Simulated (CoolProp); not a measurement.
A closed Brayton cycle with carbon dioxide: compressor inlet 328.15 K and 7.9 MPa, high pressure 17.4 MPa, turbine inlet 735 K, compressor efficiency 0.89, turbine efficiency 0.9, recuperator effectiveness 0.95 (on enthalpy, no pinch check). Each further row changes one setting.

Computed with CoolProp (reference Helmholtz-energy equation of state, Span 1996).

```csv
case,thermal efficiency (%),net work (kJ/kg),compressor to turbine work,compressor exit (K),turbine exit (K)
as stated,31.4,52.4,0.43,395.9,646.6
turbine inlet 685 K,28.7,45.0,0.47,395.9,599.9
compressor inlet 338.15 K,30.3,48.1,0.48,409.2,646.6
high pressure 14.8 MPa,30.7,43.7,0.41,381.6,664.4
recuperator effectiveness 0.5,17.7,52.4,0.43,395.9,646.6
```
